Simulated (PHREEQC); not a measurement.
Buffer (model solution)

Make-up at 60 °C: 1.8 mmol/kgw KH2PO4 and 180 mmol/kgw KOH. Closed to the air; pH follows from the charge balance.

All values are PHREEQC results (ion-association model, wateq4f.dat), not measurements.

Each row changes one thing in this solution. This is a speciation only: nothing precipitates in the calculation.

| case | pH | ionic strength (mol/kgw) |
|---|---|---|
| as made | 12.13 | 0.186 |
| diluted 10-fold with water | 11.22 | 0.0184 |
| KOH replaced by K2SO4 at the same molality | 5.15 | 0.397 |
| KOH from 0.18 to 0.9 mol/kgw | 12.75 | 0.907 |
| 0.05 mol/kgw NaCl added | 12.11 | 0.237 |
| temperature from 60 to 70 °C | 11.90 | 0.186 |
| KOH left out | 4.98 | 0.00183 |
| KH2PO4 replaced by KI at the same molality | 12.13 | 0.182 |
| KOH replaced by KF at the same molality | 6.17 | 0.182 |

The ionic strength passes 0.7 mol/kgw, the rough limit of the ion-association models, in KOH from 0.18 to 0.9 mol/kgw. Species that the database lacks are ignored. H3PO4, which wateq4f.dat lacks, is added to it with the constant of phreeqc.dat. Constants without temperature data keep their 25 °C values here.
